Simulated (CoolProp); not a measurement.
Vapour-liquid equilibrium of benzene (1) + n-nonane (2) at 0.872 MPa; x and y are mole fractions of (1).

The numbers come from the multi-fluid Helmholtz-energy mixture model, Thol 2012 and Lemmon 2006; pair parameters Bell 2016 in CoolProp.

```tsv
x	bubble temperature (K)	y at the bubble point	dew temperature at overall composition x (K)	liquid density (mol/L)
0.05	520.7	0.135	525.9	4.004
0.15	506.0	0.360	519.8	4.362
0.25	493.6	0.525	513.4	4.728
0.35	483.4	0.643	506.7	5.111
0.45	475.0	0.732	499.4	5.524
0.55	467.8	0.801	491.5	5.977
0.65	461.6	0.856	482.8	6.486
0.75	456.0	0.904	473.2	7.067
0.85	451.0	0.945	462.3	7.739
0.95	446.3	0.983	450.4	8.528
```

No azeotrope shows between x = 0.05 and 0.95.

Pair parameters are fitted to limited data, so mixtures are less certain than the pure fluids.
